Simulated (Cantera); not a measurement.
Standard-state values (1 bar) from the NASA 1993 polynomials, evaluated with Cantera. Values are per mole of reaction as written; species without (g) are pure solids or liquids, kept so even where they would boil at 1 bar.

Q: Between 1998 and 2748 K, where is each reaction favourable under standard conditions?
- 3 H2(g) + 4 CrO3(g) → 2 Cr2O3 + 6 OH(g)

A: 
- 3 H2(g) + 4 CrO3(g) → 2 Cr2O3 + 6 OH(g): ΔG° is -580 kJ at 1998 K and -523 kJ at 2748 K; it stays negative (K > 1). ΔH° is -480 kJ and ΔS° 16 J/K at 2748 K.
